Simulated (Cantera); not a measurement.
Premixed flame

A freely propagating, adiabatic, planar premixed flame of 38.2 % H2, 15.9 % O2, 45.9 % N2, equivalence ratio 1.2, unburnt at 425 K and 19000 Pa; mixture-averaged transport, grid criteria slope 0.08 and curve 0.16, no radiation.

Cantera simulation using the H2/O2 subset of GRI-Mech 3.0, which has no nitrogen chemistry; the numbers are that mechanism's predictions, not measurements. Burning velocities carry a grid error of a few per cent, more on coarse grids.

```tsv
z (mm)	T (K)	u (m/s)	x H2	x O2	x H2O	x O	x H2O2	x H
-10.0	425	4.75	0.382	0.159	<1e-8	<1e-8	<1e-8	<1e-8
-6.70	425	4.75	0.382	0.159	<1e-8	<1e-8	<1e-8	<1e-8
-5.02	425	4.75	0.382	0.159	<1e-8	<1e-8	<1e-8	<1e-8
-3.35	425	4.75	0.382	0.159	<1e-8	<1e-8	<1e-8	<1e-8
-1.67	429	4.78	0.381	0.159	9.24e-5	1.49e-6	1.24e-6	3.40e-5
-0.837	636	6.96	0.351	0.155	0.0157	0.000176	1.40e-5	0.00854
0	1132	11.9	0.196	0.101	0.132	0.00779	1.05e-6	0.0758
0.837	1434	14.9	0.0856	0.0322	0.255	0.0143	1.08e-6	0.112
1.67	1558	16.1	0.0788	0.0236	0.271	0.0144	7.94e-7	0.105
3.35	1703	17.4	0.0827	0.0205	0.278	0.0136	4.65e-7	0.0896
6.70	1866	18.9	0.0861	0.0174	0.287	0.0119	2.41e-7	0.0727
13.4	2039	20.3	0.0875	0.0140	0.299	0.00953	1.28e-7	0.0562
26.8	2208	21.7	0.0869	0.0106	0.313	0.00693	7.84e-8	0.0413
```
x: mole fraction of selected species; z is measured from the peak of heat release.

| Item | Result |
|---|---|
| laminar burning velocity | 475 cm/s |
| thermal thickness | 3.35 mm |
| peak x(O) | 0.0145 |
| peak x(H2O2) | 1.68e-5 |
| peak x(H) | 0.112 |
| grid points | 139 |
